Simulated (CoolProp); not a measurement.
Aqueous ammonia as a coolant, 26 % by mass, freezing at -60.3 °C, 1 atm.

The numbers come from the Melinder's fits for secondary coolants in CoolProp.

```
T (°C)  density (kg/m³)  viscosity (mPa s)  Prandtl number  conductivity (W/(m K))
------  ---------------  -----------------  --------------  ----------------------
-14.3             921.8               3.68            39.4                   0.398
-8                918.9               2.91            30.2                   0.410
-1.7              915.8               2.35            23.7                   0.421
4.6               912.5               1.94            19.0                   0.432
10.8              909.1               1.62            15.5                   0.443
17.1              905.5               1.37            12.7                   0.453
23.4              901.7               1.16            10.6                   0.464
29.7              897.8              0.986            8.77                   0.474
```
